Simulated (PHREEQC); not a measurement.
A solution holds 0.2 mol/kgw MnCl2, at 25 °C. Closed to the air; pH follows from the charge balance.

Model: ion-association model, wateq4f.dat, run in PHREEQC.

This is a speciation only: nothing precipitates in the calculation.

Task: Order these Mn species by the share of Mn that they hold, largest first: MnCl+, Mn+2, MnCl2, MnCl3-.

Result: Mn+2 (74 %), MnCl+ (25 %), MnCl2 (1.4 %), MnCl3- (0.15 %)

Task: Order these Cl species by the share of Cl that they hold, largest first: MnCl2, MnCl+, Cl-, MnCl3-.

Result: Cl- (86 %), MnCl+ (12 %), MnCl2 (1.4 %), MnCl3- (0.22 %)

The pH is 5.99 and the ionic strength 0.492 mol/kgw. Complexes and solids missing from the database can't appear.
